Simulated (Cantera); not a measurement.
Feed: 1 mol Ti, 13 mol H2O, 4.3 mol H2, at 0.133 bar.

Equilibrium computed with Cantera from the NASA thermochemical tables; the gas is ideal and each condensed phase is pure. Candidate condensed phases: H2O, Ti, TiO, TiO2, Ti2O3, Ti3O5, Ti4O7; 12 gas species. Condensed phases not in the tables: Magnéli phases beyond Ti4O7. Kinetics and transport are ignored.

Q: At 2223 K, list the 7 most abundant gas species with their mole fractions, and the condensed phases.

A: H2O 0.643, H2 0.344, H 0.0103, OH 0.00278, O 5.77e-5, TiO2 5.20e-5, O2 4.54e-5. Condensed: Ti4O7(l).
